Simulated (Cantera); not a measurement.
Feed: 1 mol SiCl4, 1.9 mol HCl, 80 mol H2, equilibrated at 1050 K and 10.0 mbar.

These are equilibrium values from Cantera (NASA tables, ideal gas, pure condensed phases), not measurements of a reactor. The tables' values for SiCl3 are old estimates; treat these amounts as uncertain. Rates play no part.

```csv
species,before,after
H2,0.959,0.939
HCl,0.0294,0.0518
SiCl2,0.00159,0.00899
H,7.94e-8,0.000123
SiCl4,0.00715,7.76e-6
SiHCl3,0.00242,1.32e-5
SiH2Cl2,9.31e-5,3.53e-6
SiCl3,0.000792,0.000143
"Si(s), mol",0,0.231
```
Gas species are given as mole fractions.

Task: Name the change that produced these shifts.
A) pressure from 10.0 mbar to 1.90 bar
B) SiCl4 replaced by Si3H8
C) 0.42 mol Cl2 added
D) temperature from 1050 K to 1473.15 K

Result: D, temperature from 1050 K to 1473.15 K
